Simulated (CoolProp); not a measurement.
Vapour-liquid equilibrium of CH2F2 (R32) (1) + R134a (2) at 0.293 MPa; x and y are mole fractions of (1).

The numbers come from the multi-fluid Helmholtz-energy mixture model, Tillner-Roth 1997 and Tillner-Roth 1994; pair parameters Lemmon 2004 in CoolProp.

| x | bubble temperature, mixture model (K) | bubble temperature, Raoult's law (K) | y, mixture model | y, Raoult's law |
|---|---|---|---|---|
| 0.05 | 270.8 | 270.8 | 0.122 | 0.129 |
| 0.2 | 264.6 | 264.7 | 0.401 | 0.419 |
| 0.35 | 259.6 | 259.6 | 0.592 | 0.614 |
| 0.5 | 255.4 | 255.3 | 0.731 | 0.751 |
| 0.65 | 251.8 | 251.7 | 0.835 | 0.851 |
| 0.8 | 248.6 | 248.5 | 0.917 | 0.926 |
| 0.95 | 245.7 | 245.7 | 0.981 | 0.984 |

The largest gap from Raoult's law is +0.1 K in bubble temperature, at x = 0.65. No azeotrope shows between x = 0.05 and 0.95.

The pair parameters rest on a limited set of measurements; away from them the model extrapolates.
